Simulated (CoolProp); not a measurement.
Properties of toluene at several states (Tc = 591.7 K, pc = 41.26 bar, ω = 0.266).

Computed with CoolProp (reference Helmholtz-energy equation of state, Lemmon 2006). It is a short technical equation, of lower accuracy than the large ones.

```json
[
 {"T (K)": "423.2", "p (bar)": "0.678", "phase": "gas", "density (kg/m³)": "1.809", "speed of sound (m/s)": "197.9", "viscosity (µPa s)": "9.73", "conductivity (mW/(m K))": "21.6"},
 {"T (K)": "610.5", "p (bar)": "237", "phase": "supercritical", "density (kg/m³)": "596.3", "speed of sound (m/s)": "555.5", "viscosity (µPa s)": "97.0", "conductivity (mW/(m K))": "90.7"},
 {"T (K)": "297.3", "p (bar)": "13.9", "phase": "liquid", "density (kg/m³)": "864.0", "speed of sound (m/s)": "1313", "viscosity (µPa s)": "564", "conductivity (mW/(m K))": "131"}
]
```

Viscosity comes from a separate model (Avgeri 2015). Thermal conductivity comes from a separate model (Assael 2012).
